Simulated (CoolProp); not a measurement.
Vapour pressure (MPa) of tetrahydrofuran: the reference equation beside estimates from Tc = 267.0 °C, pc = 5.304 MPa, ω = 0.234. Clausius-Clapeyron is anchored at 67.65 °C with a constant enthalpy of vaporisation of 29.93 kJ/mol.

Values from CoolProp's reference Helmholtz-energy equation of state, Fiedler 2023.

```csv
T (°C),reference,Lee-Kesler,Clausius-Clapeyron,van der Waals,Redlich-Kwong
61.95,0.08891,0.08674,0.08950,0.5570,0.1528
64.75,0.09752,0.09532,0.09783,0.5836,0.1660
67.65,0.1071,0.1049,0.1071,0.6120,0.1805
70.45,0.1171,0.1149,0.1167,0.6402,0.1954
73.25,0.1277,0.1256,0.1271,0.6694,0.2113
76.15,0.1396,0.1374,0.1385,0.7004,0.2286
78.95,0.1518,0.1497,0.1503,0.7314,0.2464
81.85,0.1653,0.1633,0.1634,0.7643,0.2658
84.65,0.1792,0.1774,0.1769,0.7971,0.2857
87.45,0.1940,0.1923,0.1913,0.8308,0.3066
```

Absolute difference from the reference over all 10 rows, mean and median: Lee-Kesler 1.6 and 1.6 %, Clausius-Clapeyron 0.7 and 0.7 %, van der Waals 418.6 and 413.0 %, Redlich-Kwong 64.7 and 64.6 %.
